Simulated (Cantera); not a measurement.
An adiabatic, constant-volume homogeneous reactor starts with CH4 : C2H6 : O2 : N2 = 1 : 0.083 : 1.64 : 6.15 (molar parts), equivalence ratio 1.4, at 1200 K and 0.730 atm. Integrator tolerance rtol = 1e-08.

Detailed kinetics in Cantera: GRI-Mech 3.0 (53 species, 325 reactions).

```tsv
quantity	before	after
time of steepest temperature rise	9.91 ms	13.3 ms
temperature at 7.00 s	2816 K	2808 K
equilibrium temperature	2816 K	2808 K
x(CH4) at 7.00 s	<1e-12 (gas-phase equilibrium <1e-12)	<1e-12 (gas-phase equilibrium <1e-12)
x(C2H6) at 7.00 s	<1e-12 (gas-phase equilibrium <1e-12)	<1e-12 (gas-phase equilibrium <1e-12)
x(O2) at 7.00 s	0.00227 (gas-phase equilibrium 0.00227)	0.00213 (gas-phase equilibrium 0.00213)
x(CH2) at 7.00 s	<1e-12 (gas-phase equilibrium <1e-12)	<1e-12 (gas-phase equilibrium <1e-12)
x(HO2) at 7.00 s	1.48e-6 (gas-phase equilibrium 1.48e-6)	1.40e-6 (gas-phase equilibrium 1.40e-6)
```

Problem. Name the change that produced these shifts.
(A) initial temperature 1200 to 1150 K
(B) pressure from 0.730 atm to 0.276 atm
(C) initial temperature 1200 to 1175 K
(D) pressure from 0.730 atm to 10.9 atm

Solution. C, initial temperature 1200 to 1175 K
